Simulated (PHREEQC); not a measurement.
# Reverse-osmosis permeate

Synthetic water in mmol/kgw, 43 °C, pH 6.13, pe 9.6:

| constituent | mmol/kgw |
|---|---|
| Na | 0.576 |
| K | 0.000135 |
| Ca | 0.118 |
| Mg | 0.0281 |
| Cl | 0.524 |
| S(6) | 0.0898 |
| Alkalinity (meq/kgw) | 0.146 |
| Li | 0.00998 |

Valence states are taken as typed.

Computed with PHREEQC (ion-association model, wateq4f.dat).

No solid was allowed to form.

Estimate the charge-balance error.

charge-balance error 1.7 %.

In which forms is Mg present?

Mg+2 98 %, MgSO4 2.3 % of the Mg.

Away from 25 °C the constants follow the database's enthalpies or fits; those with neither stay at their 25 °C values.
